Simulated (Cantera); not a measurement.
# Stirred combustor or abatement burner

A perfectly stirred reactor is fed with 13.6 % CH₄, 18.1 % O₂, 68.3 % N₂, at 1.00 bar; it is adiabatic with a 323 K inlet, and is followed from long to short residence time, starting on the burning branch (τ in s: 0.03, 0.018, 0.01, 0.0061, 0.0036, 0.0021, 0.0012, 0.00073, 0.00043, 0.00025, 0.00015, 8.7e-05).

Model: GRI-Mech 3.0 (53 species, 325 reactions), integrated in Cantera.

```tsv
τ (s)	T (K)	x CH₄	x O₂	x CH₂CO	x C₂H₆	x H₂O	x OH	x NO₂
0.030	1921	0.00264	0.000793	1.43e-5	2.75e-6	0.172	0.000113	3.14e-10
0.018	1918	0.00299	0.00116	2.01e-5	4.36e-6	0.173	0.000131	3.89e-10
0.010	1912	0.00342	0.00178	2.87e-5	7.34e-6	0.174	0.000156	4.94e-10
0.0061	1904	0.00384	0.00256	3.79e-5	1.14e-5	0.174	0.000180	6.01e-10
0.0036	1891	0.00443	0.00382	5.08e-5	1.88e-5	0.174	0.000205	7.34e-10
0.0021	1868	0.00539	0.00597	7.09e-5	3.38e-5	0.173	0.000225	8.83e-10
0.0012	1818	0.00763	0.0109	0.000118	8.17e-5	0.171	0.000217	9.88e-10
0.00073	323	0.136	0.181	<1e-12	<1e-12	<1e-12	<1e-12	<1e-12
0.00043	323	0.136	0.181	<1e-12	<1e-12	<1e-12	<1e-12	<1e-12
0.00025	323	0.136	0.181	<1e-12	<1e-12	<1e-12	<1e-12	<1e-12
0.00015	323	0.136	0.181	<1e-12	<1e-12	<1e-12	<1e-12	<1e-12
8.7e-5	323	0.136	0.181	<1e-12	<1e-12	<1e-12	<1e-12	<1e-12
```
x: mole fraction; the columns are a selection and need not sum to one.
